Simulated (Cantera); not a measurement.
**Premixed flame**

A freely propagating, adiabatic, planar premixed flame of CO : H₂ : O₂ : N₂ = 1 : 0.034 : 0.398 : 1.39 (molar parts), unburnt at 400 K and 100.0 Torr; mixture-averaged transport, grid criteria slope 0.08 and curve 0.16, no radiation.

Detailed kinetics in Cantera: GRI-Mech 3.0 (53 species, 325 reactions). Burning velocities carry a grid error of a few per cent, more on coarse grids.

| z (mm) | T (K) | u (m/s) | x CO | x H₂ | x O₂ | x H₂O₂ | x H₂O | x HO₂ |
|---|---|---|---|---|---|---|---|---|
| -32.3 | 400 | 0.730 | 0.354 | 0.0120 | 0.141 | <1e-8 | <1e-8 | <1e-8 |
| -21.5 | 400 | 0.730 | 0.354 | 0.0120 | 0.141 | <1e-8 | <1e-8 | <1e-8 |
| -16.2 | 400 | 0.730 | 0.354 | 0.0120 | 0.141 | <1e-8 | <1e-8 | <1e-8 |
| -10.8 | 400 | 0.730 | 0.354 | 0.0120 | 0.141 | <1e-8 | <1e-8 | <1e-8 |
| -5.38 | 401 | 0.731 | 0.354 | 0.0119 | 0.141 | 1.04e-6 | 7.89e-6 | 4.17e-6 |
| -2.69 | 512 | 0.931 | 0.349 | 0.0112 | 0.138 | 2.36e-5 | 0.000984 | 6.92e-5 |
| 0 | 980 | 1.75 | 0.304 | 0.00480 | 0.110 | 1.04e-7 | 0.00559 | 1.02e-5 |
| 2.69 | 1301 | 2.27 | 0.234 | 0.000699 | 0.0628 | 3.22e-8 | 0.00445 | 2.78e-6 |
| 5.38 | 1460 | 2.51 | 0.202 | 0.000603 | 0.0441 | 2.26e-8 | 0.00208 | 1.49e-6 |
| 10.8 | 1618 | 2.74 | 0.190 | 0.000873 | 0.0398 | 2.34e-8 | 0.00272 | 1.08e-6 |
| 21.5 | 1785 | 2.99 | 0.182 | 0.00115 | 0.0378 | 1.70e-8 | 0.00483 | 7.95e-7 |
| 43.1 | 1951 | 3.23 | 0.172 | 0.00122 | 0.0339 | <1e-8 | 0.00687 | 5.30e-7 |
| 86.1 | 2106 | 3.45 | 0.159 | 0.00115 | 0.0285 | <1e-8 | 0.00849 | 3.39e-7 |
x: mole fraction of selected species; z is measured from the peak of heat release.

| Quantity | Result |
|---|---|
| laminar burning velocity | 73.0 cm/s |
| thermal thickness | 10.8 mm |
| peak x(H₂O₂) | 2.66e-5 |
| peak x(HO₂) | 8.97e-5 |
| grid points | 146 |
